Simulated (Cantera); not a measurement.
Feed: 1 mol Fe2O3, 18 mol CO, 0.49 mol CH4, held at 2450 K and 101000 Pa.

Equilibrium computed with Cantera from the NASA thermochemical tables; the gas is ideal and each condensed phase is pure. Candidate condensed phases: C, C6H6, C7H8, C8H18, Fe, Fe(CO)5, FeO, Fe(OH)2, Fe(OH)3, Fe2O3, Fe3O4, H2O; 114 gas species. Each liquid is taken as pure. Mutual solubility and eutectic melting of coexisting phases are not modelled. The tables' stoichiometric FeO is somewhat more stable than real wüstite, so its field is too wide. FeO: taken at fixed stoichiometry. Rates play no part.

Base state: CO 0.858, CO2 0.0694, H2 0.0317, Fe 0.0211, H2O 0.0155, H 0.00355, FeO 0.000495, OH 0.000340 (mole fractions); condensed: Fe(l) + FeO(l).

Task: What changes in the equilibrium state with this change: Fe2O3 replaced by Cu2O?

Result: 
| species | before | after |
|---|---|---|
| CO | 0.858 | 0.842 |
| Cu | 0 | 0.0912 |
| H2 | 0.0317 | 0.0385 |
| CO2 | 0.0694 | 0.0185 |
| Fe | 0.0211 | 0 |
| H2O | 0.0155 | 0.00512 |
| Cu2 | 0 | 0.000920 |
| FeO | 0.000495 | 0 |
| Fe(l), mol | 0.770 | 0 |
| FeO(l), mol | 0.799 | 0 |
Further candidate phases: Cu, CuO, Cu(OH)2, Cu2O.
